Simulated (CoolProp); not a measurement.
Model: reference Helmholtz-energy equation of state, Setzmann 1991, in CoolProp.

Q: For methane, give the phase and the cv (kJ/(kg K)), speed of sound (m/s), viscosity (µPa s), conductivity (mW/(m K)) at -71.25 °C and 1.57 bar; -71.25 °C and 3.38 bar; -71.25 °C and 10.7 bar.

A: 
- -71.25 °C and 1.57 bar: gas; cv 1.58, speed of sound 371, viscosity 7.93, conductivity 22.1
- -71.25 °C and 3.38 bar: gas; cv 1.58, speed of sound 369, viscosity 7.95, conductivity 22.3
- -71.25 °C and 10.7 bar: gas; cv 1.62, speed of sound 359, viscosity 8.05, conductivity 23.2

Viscosity comes from a separate model (Quiñones-Cisneros 2006). Thermal conductivity comes from a separate model (Friend 1989).
